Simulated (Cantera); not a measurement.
Feed: 1 mol CuO, 6.8 mol C, 0.14 mol CO, equilibrated at 0.0100 bar.

Equilibrium computed with Cantera from the NASA thermochemical tables; the gas is ideal and each condensed phase is pure. Candidate condensed phases: C, Cu, CuO, Cu2O; 15 gas species. Equilibrium is a limit: real reactors are often held back by kinetics, nucleation or transport.

Problem. What share of the Cu ends up in condensed phases as a function of T (°C), at 900, 1050, 1200, 1350, 1500, 1650, 1800, 1950, 2100, 2250?

Solution. 
```
T (°C)  Cu condensed (%)     as
------  ----------------  -----
900                100.0  Cu(s)
1050               100.0  Cu(s)
1200                99.9  Cu(l)
1350                99.4  Cu(l)
1500                95.3  Cu(l)
1650                70.5  Cu(l)
1800                 0.0      -
1950                 0.0      -
2100                 0.0      -
2250                 0.0      -
```
